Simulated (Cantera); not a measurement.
Ammonia decomposition in nitride growth gas

A perfectly stirred reactor is fed with NH3 : H2 = 1 : 0.28 (molar parts), at 0.490 bar; it is held at 2050 K, and followed from long to short residence time.

Cantera simulation using the gas-phase N/H chemistry of the illustrative SiF4/NH3 mechanism in the Surface Chemkin manual (1991); the numbers are that mechanism's predictions, not measurements. Walls and surfaces, which speed up NH3 decomposition in real reactors, are not modelled.

```csv
τ (s),x NH3,x H2,x N,x H,x N2H4
0.49,0.0513,0.743,1.18e-6,0.00106,7.13e-9
0.32,0.0751,0.726,1.18e-6,0.000914,1.19e-8
0.21,0.108,0.702,1.17e-6,0.000786,1.94e-8
0.14,0.150,0.672,1.16e-6,0.000676,3.02e-8
0.090,0.209,0.630,1.13e-6,0.000568,4.71e-8
0.059,0.277,0.581,1.10e-6,0.000477,6.90e-8
0.039,0.353,0.526,1.06e-6,0.000399,9.54e-8
0.025,0.438,0.465,1.01e-6,0.000328,1.28e-7
0.017,0.509,0.413,9.68e-7,0.000279,1.56e-7
0.011,0.580,0.362,9.17e-7,0.000234,1.86e-7
0.0071,0.639,0.321,8.68e-7,0.000201,2.12e-7
```
x: mole fraction; the columns are a selection and need not sum to one.
